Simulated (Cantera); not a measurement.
## Thermodynamics of silicon etching in halogen gases, feed Si + HCl

Input: 1 mol Si, 8.8 mol HCl, at 10.0 mbar.

These are equilibrium values from Cantera (NASA tables, ideal gas, pure condensed phases), not measurements of a reactor. Candidate condensed phases: Si; 19 gas species. The tables' values for SiCl3 are old estimates; treat these amounts as uncertain. Rates play no part.

```json
[
 {"T (°C)": "650", "x HCl": "0.616", "x H2": "0.256", "x SiCl4": "0.128", "x SiCl3": "2.23e-5", "x SiHCl3": "0.000190", "x SiCl2": "1.56e-7", "x SiH2Cl2": "2.76e-8", "x Cl": "2.87e-9"},
 {"T (°C)": "675", "x HCl": "0.616", "x H2": "0.256", "x SiCl4": "0.128", "x SiCl3": "4.07e-5", "x SiHCl3": "0.000240", "x SiCl2": "4.37e-7", "x SiH2Cl2": "4.55e-8", "x Cl": "6.08e-9"},
 {"T (°C)": "700", "x HCl": "0.616", "x H2": "0.256", "x SiCl4": "0.128", "x SiCl3": "7.19e-5", "x SiHCl3": "0.000299", "x SiCl2": "1.16e-6", "x SiH2Cl2": "7.29e-8", "x Cl": "1.24e-8"},
 {"T (°C)": "725", "x HCl": "0.616", "x H2": "0.256", "x SiCl4": "0.128", "x SiCl3": "0.000123", "x SiHCl3": "0.000368", "x SiCl2": "2.92e-6", "x SiH2Cl2": "1.14e-7", "x Cl": "2.44e-8"},
 {"T (°C)": "750", "x HCl": "0.616", "x H2": "0.256", "x SiCl4": "0.128", "x SiCl3": "0.000206", "x SiHCl3": "0.000448", "x SiCl2": "7.02e-6", "x SiH2Cl2": "1.74e-7", "x Cl": "4.65e-8"},
 {"T (°C)": "775", "x HCl": "0.616", "x H2": "0.256", "x SiCl4": "0.127", "x SiCl3": "0.000335", "x SiHCl3": "0.000540", "x SiCl2": "1.61e-5", "x SiH2Cl2": "2.61e-7", "x Cl": "8.60e-8"},
 {"T (°C)": "800", "x HCl": "0.616", "x H2": "0.255", "x SiCl4": "0.127", "x SiCl3": "0.000532", "x SiHCl3": "0.000644", "x SiCl2": "3.56e-5", "x SiH2Cl2": "3.82e-7", "x Cl": "1.55e-7"},
 {"T (°C)": "825", "x HCl": "0.617", "x H2": "0.255", "x SiCl4": "0.126", "x SiCl3": "0.000825", "x SiHCl3": "0.000761", "x SiCl2": "7.56e-5", "x SiH2Cl2": "5.48e-7", "x Cl": "2.71e-7"},
 {"T (°C)": "850", "x HCl": "0.617", "x H2": "0.255", "x SiCl4": "0.126", "x SiCl3": "0.00125", "x SiHCl3": "0.000890", "x SiCl2": "0.000155", "x SiH2Cl2": "7.70e-7", "x Cl": "4.63e-7"},
 {"T (°C)": "875", "x HCl": "0.618", "x H2": "0.254", "x SiCl4": "0.125", "x SiCl3": "0.00186", "x SiHCl3": "0.00103", "x SiCl2": "0.000305", "x SiH2Cl2": "1.06e-6", "x Cl": "7.75e-7"}
]
```
x: gas mole fraction; nothing condenses.

From 650 °C to 875 °C nothing is condensed. The main Si-bearing gas is SiCl4 throughout.
